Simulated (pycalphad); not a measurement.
An equivalent pycalphad script:

```python
from pycalphad import Database, equilibrium, calculate, variables as v
import numpy as np
db = Database('COST507.tdb')
comps = ['SI', 'SN', 'VA']
phases = ['BCT_A5', 'DIAMOND_A4', 'LIQUID']
eq = equilibrium(db, comps, phases, {v.X('SN'): 0.2895, v.T: np.arange(2350, 499, -75), v.P: 101325, v.N: 1}, output=['HM', 'SM'])
```

Source of the numbers: pycalphad with the COST 507 light-alloy database (1999); pressure 1 atm. These are 1990s assessments: newer ones move some temperatures and phases. Amounts are mole fractions of atoms.

Results at three of the temperatures:

```
T = 2275.00 K, P = 101325 Pa, N = 1 mol of atoms
G = -156994 J/mol, H = 96661 J/mol, S = 111.50 J/(mol K)  (SER reference)
chemical potentials (J/mol): Si -127897, Sn -228407
phase             fraction      x(Si)      x(Sn)
LIQUID              1.0000     0.7105     0.2895
```

```
T = 850.00 K, P = 101325 Pa, N = 1 mol of atoms
G = -33556 J/mol, H = 15913 J/mol, S = 58.20 J/(mol K)  (SER reference)
chemical potentials (J/mol): Si -23592, Sn -58008
phase             fraction      x(Si)      x(Sn)
DIAMOND_A4          0.7103     1.0000   4.34e-07
LIQUID              0.2897   0.000662     0.9993
```

```
T = 775.00 K, P = 101325 Pa, N = 1 mol of atoms
G = -29281 J/mol, H = 13931 J/mol, S = 55.76 J/(mol K)  (SER reference)
chemical potentials (J/mol): Si -20446, Sn -50964
phase             fraction      x(Si)      x(Sn)
DIAMOND_A4          0.7104     1.0000   4.14e-07
LIQUID              0.2896   0.000228     0.9998
```

Changes of the phase set, refined by bisection:

```json
[
 {"T (K)": "1635.9", "phases above": "liquid", "phases below": "diamond (Si) + liquid"}
]
```

DIAMOND_A4 is diamond (Si).
